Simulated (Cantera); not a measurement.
Feed: 1 mol Ta2O5, 7.2 mol CO, equilibrated at 800 °C and 21.0 mbar.

These are equilibrium values from Cantera (NASA tables, ideal gas, pure condensed phases), not measurements of a reactor. Candidate condensed phases: C, Ta, TaC, Ta2O5; 15 gas species. Equilibrium is a limit: real reactors are often held back by kinetics, nucleation or transport.

Base state: CO 0.997, CO2 0.00293 (mole fractions); condensed: C(graphite) + Ta2O5(s).

Q: What changes in the equilibrium state with this change: temperature from 800 °C to 1827 °C?

A: 
```csv
species,before,after
CO,0.997,0.999
CO2,0.00293,0.000657
TaO2,<1e-9,0.000225
TaO,<1e-9,3.65e-5
"C(graphite), mol",0.0210,0
"Ta2O5(s), mol",1.00,0
"TaC(s), mol",0,0.00101
"Ta2O5(l), mol",0,0.999
```
Mutual solubility and eutectic melting of coexisting phases are not modelled. TaC: taken at fixed stoichiometry. Condensed phases not in the tables: Ta2C.

Q: What changes in the equilibrium state with this change: temperature from 800 °C to 725 °C?

A: 
```csv
species,before,after
CO,0.997,0.988
CO2,0.00293,0.0121
"C(graphite), mol",0.0210,0.0859
"Ta2O5(s), mol",1.00,1.00
```

Q: What changes in the equilibrium state with this change: temperature from 800 °C to 902 °C?

A: 
| species | before | after |
|---|---|---|
| CO | 0.997 | 0.999 |
| CO2 | 0.00293 | 0.000716 |
| C(graphite), mol | 0.0210 | 0 |
| Ta2O5(s), mol | 1.00 | 0.999 |
| TaC(s), mol | 0 | 0.00147 |
Mutual solubility and eutectic melting of coexisting phases are not modelled. TaC: taken at fixed stoichiometry. Condensed phases not in the tables: Ta2C.
